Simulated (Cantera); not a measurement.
A perfectly stirred reactor is fed with C2H6 : N2 = 1 : 4.7 (molar parts), at 750 Torr; it is held at 1650 K, and followed from long to short residence time.

Detailed kinetics in Cantera: GRI-Mech 3.0 (53 species, 325 reactions). GRI-Mech 3.0 stops at C3 and has no aromatics, soot or wall deposition, so with more carbon than oxygen in the feed, carbon stays in small species such as C2H2 where larger ones or solid carbon would form.

Q: Predict: x(C2H6) at τ = 1.80 s; x(H) at τ = 1.80 s; x(CH2) at τ = 1.80 s; x(HCN) at τ = 1.80 s; x(CH3) at τ = 1.80 s; x(C2H6) at τ = 43.0 ms; x(H) at τ = 43.0 ms; x(CH2) at τ = 43.0 ms; x(HCN) at τ = 43.0 ms; x(CH3) at τ = 43.0 ms.

A: 
| Quantity | Value |
|---|---|
| x(C2H6) at τ = 1.80 s | 1.30e-5 |
| x(H) at τ = 1.80 s | 4.81e-5 |
| x(CH2) at τ = 1.80 s | 1.50e-8 |
| x(HCN) at τ = 1.80 s | 5.58e-7 |
| x(CH3) at τ = 1.80 s | 7.57e-5 |
| x(C2H6) at τ = 43.0 ms | 0.000305 |
| x(H) at τ = 43.0 ms | 7.99e-5 |
| x(CH2) at τ = 43.0 ms | 1.21e-7 |
| x(HCN) at τ = 43.0 ms | 2.30e-7 |
| x(CH3) at τ = 43.0 ms | 0.000339 |
